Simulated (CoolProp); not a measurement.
Vapour-liquid equilibrium of CH2F2 (R32) (1) + R152A (2) at 256.1 K; x and y are mole fractions of (1).

Model: multi-fluid Helmholtz-energy mixture model, Tillner-Roth 1997 and Outcalt 1996; pair parameters Bell 2016, in CoolProp.

| x | bubble pressure, mixture model (kPa) | bubble pressure, Raoult's law (kPa) | y, mixture model | y, Raoult's law |
|---|---|---|---|---|
| 0.05 | … | 152.5 | 0.145 | 0.149 |
| 0.2 | … | 199.9 | … | 0.453 |
| 0.35 | 247.7 | 247.3 | 0.622 | 0.641 |
| 0.5 | … | 294.8 | … | 0.768 |
| 0.65 | 341.2 | 342.2 | 0.844 | 0.860 |
| 0.8 | 388.4 | 389.7 | … | 0.930 |
| 0.95 | 436.6 | 437.1 | 0.981 | 0.984 |

Q: Complete the blanks.

A: 
- 0.05, bubble pressure, mixture model (kPa): 152.8
- 0.2, bubble pressure, mixture model (kPa): 200.6
- 0.2, y, mixture model: 0.439
- 0.5, bubble pressure, mixture model (kPa): 294.4
- 0.5, y, mixture model: 0.749
- 0.8, y, mixture model: 0.919

The largest gap from Raoult's law is +0.4 % in bubble pressure, at x = 0.2. No azeotrope shows between x = 0.05 and 0.95.

Pair parameters are fitted to limited data, so mixtures are less certain than the pure fluids.
